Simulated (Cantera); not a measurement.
A perfectly stirred reactor is fed with CH₄ : H₂ = 0.036 : 1 (molar parts), at 150 Torr; it is held at 2825 K, and followed from long to short residence time.

Model: GRI-Mech 3.0 (53 species, 325 reactions), integrated in Cantera. GRI-Mech 3.0 stops at C3 and has no aromatics, soot or wall deposition, so with more carbon than oxygen in the feed, carbon stays in small species such as C2H2 where larger ones or solid carbon would form.

x: mole fraction; the columns are a selection and need not sum to one.

```csv
τ (s),x CH₄,x H₂,x C₂H₂,x C₂H₄,x C₂H,x CH₃
10,8.65e-6,0.804,0.0148,6.23e-7,0.000435,3.20e-5
4.7,8.72e-6,0.804,0.0148,6.24e-7,0.000435,3.22e-5
2.3,8.86e-6,0.804,0.0148,6.24e-7,0.000435,3.27e-5
1.1,9.15e-6,0.805,0.0148,6.26e-7,0.000434,3.38e-5
0.51,9.79e-6,0.805,0.0148,6.29e-7,0.000433,3.60e-5
0.24,___,0.806,0.0148,6.36e-7,0.000430,4.03e-5
0.12,___,0.808,0.0148,6.50e-7,0.000425,4.78e-5
0.055,___,0.812,0.0148,6.83e-7,0.000415,6.32e-5
0.026,___,0.819,0.0149,7.55e-7,0.000394,9.11e-5
0.012,___,0.834,0.0150,9.32e-7,0.000355,0.000148
0.0059,___,0.855,0.0151,1.33e-6,0.000299,0.000256
```

Question: Fill in the missing entries.

Answer: 
- 0.24, x CH₄: 1.10e-5
- 0.12, x CH₄: 1.33e-5
- 0.055, x CH₄: 1.81e-5
- 0.026, x CH₄: 2.75e-5
- 0.012, x CH₄: 5.00e-5
- 0.0059, x CH₄: 0.000103
